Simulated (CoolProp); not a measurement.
Vapour-liquid equilibrium of CH2F2 (R32) (1) + R227EA (2) at 287.4 K; x and y are mole fractions of (1).

Model: multi-fluid Helmholtz-energy mixture model, Tillner-Roth 1997 and Lemmon 2016; pair parameters Bell 2016, in CoolProp.

| x | bubble pressure, mixture model (MPa) | bubble pressure, Raoult's law (MPa) | y, mixture model | y, Raoult's law |
|---|---|---|---|---|
| 0.05 | 0.3728 | 0.3693 | 0.162 | 0.170 |
| 0.125 | 0.4508 | 0.4391 | 0.343 | 0.357 |
| 0.2 | 0.5303 | 0.5089 | 0.475 | 0.493 |
| 0.275 | 0.6089 | 0.5787 | 0.573 | 0.596 |
| 0.35 | 0.6855 | 0.6485 | 0.649 | 0.676 |
| 0.425 | 0.7589 | 0.7183 | 0.709 | 0.742 |
| 0.5 | 0.8292 | 0.7881 | 0.759 | 0.795 |
| 0.575 | 0.8965 | 0.8579 | 0.802 | 0.840 |
| 0.65 | 0.9613 | 0.9277 | 0.840 | 0.878 |
| 0.725 | 1.024 | 0.9975 | 0.875 | 0.911 |
| 0.8 | 1.087 | 1.067 | 0.909 | 0.940 |
| 0.875 | 1.149 | 1.137 | 0.942 | 0.965 |
| 0.95 | 1.211 | 1.207 | 0.976 | 0.987 |

The largest gap from Raoult's law is +5.7 % in bubble pressure, at x = 0.35. No azeotrope shows between x = 0.05 and 0.95.

The pair parameters rest on a limited set of measurements; away from them the model extrapolates.
